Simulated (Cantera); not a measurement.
## Premixed flame

A freely propagating, adiabatic, planar premixed flame of CH4 : C2H6 : O2 : N2 : CO2 = 1 : 0.045 : 1.84 : 5.16 : 0.58 (molar parts), equivalence ratio 1.2, unburnt at 575 K and 10.0 bar; mixture-averaged transport, grid criteria slope 0.08 and curve 0.16, no radiation.

Cantera simulation using GRI-Mech 3.0 (53 species, 325 reactions); the numbers are that mechanism's predictions, not measurements. Burning velocities carry a grid error of a few per cent, more on coarse grids.

| z (mm) | T (K) | u (m/s) | x CH4 | x C2H6 | x O2 | x NO | x C2H4 | x CH2 |
|---|---|---|---|---|---|---|---|---|
| -0.178 | 576 | 0.553 | 0.116 | 0.00521 | 0.213 | <1e-8 | 6.51e-7 | <1e-8 |
| -0.119 | 583 | 0.560 | 0.115 | 0.00519 | 0.212 | 2.03e-8 | 5.25e-6 | <1e-8 |
| -0.0892 | 603 | 0.582 | 0.112 | 0.00515 | 0.209 | 8.67e-8 | 2.47e-5 | <1e-8 |
| -0.0594 | 718 | 0.699 | 0.103 | 0.00495 | 0.198 | 7.18e-7 | 0.000191 | <1e-8 |
| -0.0297 | 1216 | 1.21 | 0.0672 | 0.00357 | 0.146 | 8.75e-6 | 0.00132 | 3.52e-8 |
| -0.0149 | 1662 | 1.67 | 0.0349 | 0.00173 | 0.0945 | 2.10e-5 | 0.00199 | 3.45e-6 |
| 0 | 2071 | 2.10 | 0.00751 | 0.000113 | 0.0420 | 3.92e-5 | 0.000695 | 5.64e-5 |
| 0.0149 | 2252 | 2.28 | 0.000465 | 4.42e-7 | 0.0155 | 6.43e-5 | 1.93e-5 | 2.55e-5 |
| 0.0297 | 2315 | 2.33 | 1.74e-5 | <1e-8 | 0.00755 | 8.15e-5 | 1.24e-7 | 1.61e-6 |
| 0.0594 | 2376 | 2.38 | 5.83e-8 | <1e-8 | 0.00370 | 9.60e-5 | <1e-8 | <1e-8 |
| 0.119 | 2425 | 2.43 | <1e-8 | <1e-8 | 0.00180 | 0.000108 | <1e-8 | <1e-8 |
| 0.238 | 2453 | 2.45 | <1e-8 | <1e-8 | 0.000867 | 0.000121 | <1e-8 | <1e-8 |
| 0.475 | 2463 | 2.46 | <1e-8 | <1e-8 | 0.000545 | 0.000137 | <1e-8 | <1e-8 |
x: mole fraction of selected species; z is measured from the peak of heat release.

| Property | Value |
|---|---|
| laminar burning velocity | 55.0 cm/s |
| thermal thickness | 0.0594 mm |
| peak x(C2H4) | 0.00199 |
| peak x(CH2) | 6.34e-5 |
| grid points | 142 |
